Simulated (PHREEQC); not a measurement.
Consider water at 25 °C with 33 mmol/kgw HBr and 0.14 mmol/kgw FeCl3. Closed to the air; pH follows from the charge balance.

All values are PHREEQC results (ion-association model, wateq4f.dat), not measurements.

| quantity | before | after |
|---|---|---|
| pH | 1.54 | 3.78 |
| ionic strength (mol/kgw) | 0.0338 | 0.0995 |

Q: Which change was made?
(A) FeCl3 from 0.00014 to 7e-05 mol/kgw
(B) 0.00042 mol/kgw Ca(OH)2 added
(C) HBr replaced by NaBr at the same molality
(D) HBr replaced by BaBr2 at the same molality
(E) HBr from 0.033 to 0.0363 mol/kgw

A: D, HBr replaced by BaBr2 at the same molality

Precipitation was switched off in this run. Some of these states are supersaturated (in Hematite (slow to form), Goethite (slow to form), Fe(OH)3(a), for instance).
